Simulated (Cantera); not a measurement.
Feed: 1 mol Fe3O4, 7 mol H2, equilibrated at 19.0 mbar.

Method: chemical equilibrium by Gibbs-energy minimisation in Cantera with the NASA 1993 tables (ideal gas, pure condensed phases). Candidate condensed phases: Fe, FeO, Fe(OH)2, Fe(OH)3, Fe2O3, Fe3O4, H2O; 12 gas species. Each liquid is taken as pure. Mutual solubility and eutectic melting of coexisting phases are not modelled. The tables' stoichiometric FeO is somewhat more stable than real wüstite, so its field is too wide. FeO: taken at fixed stoichiometry. Kinetics and transport are ignored.

**Question.** Which condensed phases are stable at each of these points (T (°C)): 827, 927, 1027, 1127, 1227, 1327, 1427, 1527, 1627, 1727, 1827, 1927?

**Answer.** 
| T (°C) | condensed phases | Fe condensed (%) |
|---|---|---|
| 827 | Fe(α) + FeO(s) | 100.0 |
| 927 | Fe(γ) + FeO(s) | 100.0 |
| 1027 | Fe(γ) + FeO(s) | 100.0 |
| 1127 | Fe(γ) + FeO(s) | 100.0 |
| 1227 | Fe(γ) + FeO(s) | 100.0 |
| 1327 | Fe(γ) + FeO(s) | 100.0 |
| 1427 | Fe(δ) + FeO(l) | 99.9 |
| 1527 | Fe(δ) + FeO(l) | 99.6 |
| 1627 | Fe(l) + FeO(l) | 98.6 |
| 1727 | Fe(l) + FeO(l) | 95.3 |
| 1827 | Fe(l) + FeO(l) | 85.9 |
| 1927 | Fe(l) + FeO(l) | 58.5 |

At 827 °C the condensed part is Fe(α) + FeO(s). From 927 °C to 1327 °C the condensed part is Fe(γ) + FeO(s). From 1427 °C to 1527 °C the condensed part is Fe(δ) + FeO(l). From 1627 °C to 1927 °C the condensed part is Fe(l) + FeO(l).
